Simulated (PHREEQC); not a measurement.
Solution (10 °C and 50 atm): 0.078 mol/kgw ZnCl2, 0.026 mol/kgw KCl and 0.21 mol/kgw H2SO4. Closed to the air; pH follows from the charge balance.

Computed with PHREEQC (ion-association model, phreeqc.dat).

```
Quantity                     Result
--------------------  -------------
pH                             0.68
ionic strength        0.504 mol/kgw
activity of water             0.987
specific conductance    61900 µS/cm
density                 1.026 g/cm³
total alkalinity        -420 meq/kg
```

```json
[
 {"species": "H+", "molality": "0.273", "activity": "0.209", "log γ": "-0.114"},
 {"species": "Cl-", "molality": "0.178", "activity": "0.117", "log γ": "-0.183"},
 {"species": "HSO4-", "molality": "0.147", "activity": "0.109", "log γ": "-0.131"},
 {"species": "Zn+2", "molality": "0.0541", "activity": "0.0120", "log γ": "-0.654"},
 {"species": "SO4-2", "molality": "0.0362", "activity": "0.00768", "log γ": "-0.674"},
 {"species": "K+", "molality": "0.0251", "activity": "0.0163", "log γ": "-0.187"},
 {"species": "ZnSO4", "molality": "0.0159", "activity": "0.0178", "log γ": "0.050"},
 {"species": "Zn(SO4)2-2", "molality": "0.00476", "activity": "0.00142", "log γ": "-0.525"},
 {"species": "ZnCl+", "molality": "0.00306", "activity": "0.00200", "log γ": "-0.183"},
 {"species": "KSO4-", "molality": "0.000934", "activity": "0.000651", "log γ": "-0.157"},
 {"species": "ZnCl2", "molality": "0.000148", "activity": "0.000167", "log γ": "0.050"},
 {"species": "ZnCl3-", "molality": "4.12e-5", "activity": "2.71e-5", "log γ": "-0.183"},
 {"species": "ZnCl4-2", "molality": "4.95e-6", "activity": "1.10e-6", "log γ": "-0.654"}
]
```

This is a speciation only: nothing precipitates in the calculation. Under pressure, the constants of complexes without a molar volume in the database are unreliable. Away from 25 °C the constants follow the database's enthalpies or fits; those with neither stay at their 25 °C values.
